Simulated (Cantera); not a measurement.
## Si + Cl2 (silicon etching in halogen gases)

Input: 1 mol Si, 8.3 mol Cl2, held at 1.33 mbar.

Method: chemical equilibrium by Gibbs-energy minimisation in Cantera with the NASA 1993 tables (ideal gas, pure condensed phases). Candidate condensed phases: Si; 9 gas species. The tables' values for SiCl3 are old estimates; treat these amounts as uncertain. Kinetics and transport are ignored.

From 227 °C to 1327 °C nothing is condensed. The main Si-bearing gas is SiCl4 throughout.

| T (°C) | x Cl2 | x Cl | x SiCl4 | x SiCl3 | x SiCl2 |
|---|---|---|---|---|---|
| 227 | 0.863 | 3.67e-9 | 0.137 | <1e-12 | <1e-12 |
| 327 | 0.863 | 4.98e-7 | 0.137 | <1e-12 | <1e-12 |
| 427 | 0.863 | 1.68e-5 | 0.137 | <1e-12 | <1e-12 |
| 527 | 0.863 | 0.000238 | 0.137 | <1e-12 | <1e-12 |
| 627 | 0.861 | 0.00188 | 0.137 | 7.36e-11 | <1e-12 |
| 727 | 0.854 | 0.00983 | 0.136 | 2.69e-9 | <1e-12 |
| 827 | 0.828 | 0.0378 | 0.134 | 5.10e-8 | <1e-12 |
| 927 | 0.758 | 0.113 | 0.129 | 5.90e-7 | 2.36e-11 |
| 1027 | 0.615 | 0.266 | 0.119 | 4.74e-6 | 1.12e-9 |
| 1127 | 0.403 | 0.494 | 0.103 | 2.97e-5 | 3.63e-8 |
| 1227 | 0.199 | 0.713 | 0.0880 | 0.000166 | 9.94e-7 |
| 1327 | 0.0784 | 0.842 | 0.0783 | 0.000892 | 2.50e-5 |
x: gas mole fraction; nothing condenses.
